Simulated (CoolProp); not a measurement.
Vapour-liquid equilibrium of R152A (1) + R227EA (2) at 0.0273 bar; x and y are mole fractions of (1).

Computed with CoolProp (multi-fluid Helmholtz-energy mixture model, Outcalt 1996 and Lemmon 2016; pair parameters Bell 2016).

| x | bubble temperature, mixture model (K) | bubble temperature, Raoult's law (K) | y, mixture model | y, Raoult's law |
|---|---|---|---|---|
| 0.05 | … | 196.0 | 0.072 | 0.083 |
| 0.2 | … | 194.8 | 0.303 | 0.301 |
| 0.35 | 193.7 | 193.7 | 0.509 | 0.483 |
| 0.5 | 192.4 | 192.7 | 0.664 | 0.636 |
| 0.65 | 191.4 | 191.8 | 0.779 | 0.765 |
| 0.8 | 190.6 | 190.9 | 0.872 | 0.876 |
| 0.95 | 190.0 | 190.1 | … | 0.971 |

### Question
What belongs in the gaps?

### Answer

- 0.05, bubble temperature, mixture model (K): 196.2
- 0.2, bubble temperature, mixture model (K): 195.1
- 0.95, y, mixture model: 0.965

The largest gap from Raoult's law is -0.4 K in bubble temperature, at x = 0.65. No azeotrope shows between x = 0.05 and 0.95.

The pair parameters rest on a limited set of measurements; away from them the model extrapolates. The gap from Raoult's law changes sign with composition, which may be real or a fault of the pair parameters; it wasn't checked against measurements.
